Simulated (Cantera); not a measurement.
Input: 1 mol C₂H₂, a varied amount of CO₂, equilibrated at 2248 K and 0.00830 bar.

Equilibrium computed with Cantera from the NASA thermochemical tables; the gas is ideal and each condensed phase is pure. Candidate condensed phases: C, C₆H₆, C₇H₈, C₈H₁₈, H₂O; 110 gas species. Rates play no part.

Question: At 0.2 mol CO₂, list the 4 most abundant gas species with their mole fractions, and the condensed phases.

Answer: H₂ 0.656, CO 0.276, H 0.0653, C₂H₂ (acetylene) 0.00217. Condensed: C(graphite).
